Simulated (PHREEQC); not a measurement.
Solution (25 °C): 17 mmol/kgw AlCl3. Closed to the air; pH follows from the charge balance.

Computed with PHREEQC (ion-association model, phreeqc.dat).

```
quantity                  before   after
------------------------  ------  ------
pH                          3.60    8.92
ionic strength (mol/kgw)   0.101  0.0170
```

Task: Name the change that produced these shifts.
(A) AlCl3 replaced by LiCl at the same molality
(B) AlCl3 from 0.017 to 0.0034 mol/kgw
(C) 0.003 mol/kgw HBr added
(D) AlCl3 from 0.017 to 0.0085 mol/kgw
(E) AlCl3 replaced by NaAlO2 at the same molality

Result: E, AlCl3 replaced by NaAlO2 at the same molality

This is a speciation only: nothing precipitates in the calculation. Some of these states are supersaturated (in Gibbsite (slow to form), Al(OH)3(a), for instance).
